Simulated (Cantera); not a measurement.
An isothermal, constant-pressure homogeneous reactor starts with CH4 : N2 = 1 : 17 (molar parts), at 1048 K and 0.0670 bar. Integrator tolerance rtol = 1e-08.

Detailed kinetics in Cantera: GRI-Mech 3.0 (53 species, 325 reactions). GRI-Mech 3.0 stops at C3 and has no aromatics, soot or wall deposition, so with more carbon than oxygen in the feed, carbon stays in small species such as C2H2 where larger ones or solid carbon would form.

### Question
What does this change do: temperature 1048 to 1900 K?

### Answer
```csv
quantity,before,after
x(CH4) at 1.00 s,0.0556 (gas-phase equilibrium 0.0276),1.75e-5 (gas-phase equilibrium 2.96e-6)
x(H) at 1.00 s,<1e-12 (gas-phase equilibrium 5.87e-9),0.000861 (gas-phase equilibrium 0.000865)
x(C2H) at 1.00 s,<1e-12 (gas-phase equilibrium <1e-12),3.76e-6 (gas-phase equilibrium 7.08e-7)
x(CH2) at 1.00 s,<1e-12 (gas-phase equilibrium <1e-12),5.07e-8 (gas-phase equilibrium 8.69e-9)
x(H2) at 1.00 s,1.66e-9 (gas-phase equilibrium 0.0382),0.0784 (gas-phase equilibrium 0.0785)
x(C2H6) at 1.00 s,8.55e-12 (gas-phase equilibrium 5.25e-6),3.47e-11 (gas-phase equilibrium 1.29e-12)
x(C2H2) at 1.00 s,<1e-12 (gas-phase equilibrium 0.00360),0.0262 (gas-phase equilibrium 0.00492)
```
